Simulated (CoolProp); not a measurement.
Vapour-liquid equilibrium of trans-2-butene (1) + acetone (2) at -24.35 °C; x and y are mole fractions of (1).

Values from CoolProp's multi-fluid Helmholtz-energy mixture model, Lemmon 2005 and Lemmon 2006; pair parameters Bell 2016.

Task: Give the bubble pressure and the first vapour's composition at x = 0.125, 0.65, 0.8. Is there an azeotrope?

Result: x = 0.125: 0.01667 MPa, y = 0.881; x = 0.65: 0.03035 MPa, y = 0.947; x = 0.8: 0.03146 MPa, y = 0.955. No azeotrope shows between x = 0.05 and 0.95.

The pair parameters rest on a limited set of measurements; away from them the model extrapolates. With so large a gap from Raoult's law the liquid may split in two, which this calculation doesn't test in full.
